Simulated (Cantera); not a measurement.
Counterflow diffusion flame

A counterflow diffusion flame at 0.987 atm, nozzles 20 mm apart: fuel side CH4 = 1 (molar parts) at 573 K, oxidiser side O2 : N2 = 0.27 : 0.73 (molar parts) at 325 K, fuel mass flux 0.47 times the oxidiser's; mixture-averaged transport, no radiation.

Detailed kinetics in Cantera: GRI-Mech 3.0 (53 species, 325 reactions). GRI-Mech 3.0 has no aromatics or soot, which form on the fuel side of real flames. The maximum strain rate includes the flame's own expansion and is several times the mean.

| oxidiser flux (kg/m²/s) | max strain (1/s) | mean strain (1/s) | T max (K) | peak x OH | peak x H | peak x NO | peak x CO | peak x C2H2 |
|---|---|---|---|---|---|---|---|---|
| 0.25 | 168 | 29.1 | 2309 | 0.0131 | 0.00571 | 0.000495 | 0.0853 | 0.0212 |
| 0.33 | 217 | 38.4 | 2292 | 0.0131 | 0.00595 | 0.000457 | 0.0837 | 0.0205 |
| 0.44 | 282 | 51.1 | 2278 | 0.0131 | 0.00618 | 0.000423 | 0.0821 | 0.0199 |
| 0.59 | 368 | 68.6 | 2265 | 0.0131 | 0.00642 | 0.000392 | 0.0807 | 0.0191 |
| 0.78 | 472 | 90.7 | 2253 | 0.0130 | 0.00664 | 0.000364 | 0.0794 | 0.0185 |
| 1 | 592 | 116 | 2244 | 0.0130 | 0.00685 | 0.000340 | 0.0784 | 0.0179 |
| 1.4 | 807 | 163 | 2230 | 0.0129 | 0.00710 | 0.000304 | 0.0771 | 0.0170 |
| 1.8 | 1010 | 209 | 2218 | 0.0127 | 0.00726 | 0.000274 | 0.0762 | 0.0163 |
| 2.4 | 1310 | 279 | 2202 | 0.0124 | 0.00739 | 0.000239 | 0.0752 | 0.0154 |
| 3.2 | 1690 | 372 | 2185 | 0.0120 | 0.00746 | 0.000202 | 0.0744 | 0.0143 |
x: mole fraction; the columns are a selection and need not sum to one.
